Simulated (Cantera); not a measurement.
An adiabatic, constant-volume homogeneous reactor starts with CH4 : O2 : N2 = 1 : 4 : 15 (molar parts), equivalence ratio 0.50, at 1000 K and 5.00 bar. Integrator tolerance rtol = 1e-08.

Model: GRI-Mech 3.0 (53 species, 325 reactions), integrated in Cantera.

| quantity | before | after |
|---|---|---|
| time of steepest temperature rise | 0.137 s | 3.67 ms |
| temperature at 4.00 s | 2302 K | 2477 K |
| equilibrium temperature | 2302 K | 2477 K |
| x(CH4) at 4.00 s | <1e-12 (gas-phase equilibrium <1e-12) | <1e-12 (gas-phase equilibrium <1e-12) |
| x(O2) at 4.00 s | 0.0940 (gas-phase equilibrium 0.0940) | 0.0915 (gas-phase equilibrium 0.0915) |
| x(H2O2) at 4.00 s | 4.53e-7 (gas-phase equilibrium 4.53e-7) | 6.14e-7 (gas-phase equilibrium 6.14e-7) |
| x(CO2) at 4.00 s | 0.0494 (gas-phase equilibrium 0.0494) | 0.0482 (gas-phase equilibrium 0.0482) |
| x(C2H) at 4.00 s | <1e-12 (gas-phase equilibrium <1e-12) | <1e-12 (gas-phase equilibrium <1e-12) |
| x(H2) at 4.00 s | 0.000198 (gas-phase equilibrium 0.000198) | 0.000539 (gas-phase equilibrium 0.000539) |

Task: What was changed between the two runs?
(A) initial temperature 1000 to 1300 K
(B) initial temperature 1000 to 1125 K
(C) initial temperature 1000 to 1250 K
(D) pressure from 5.00 bar to 3.00 bar

Result: C, initial temperature 1000 to 1250 K
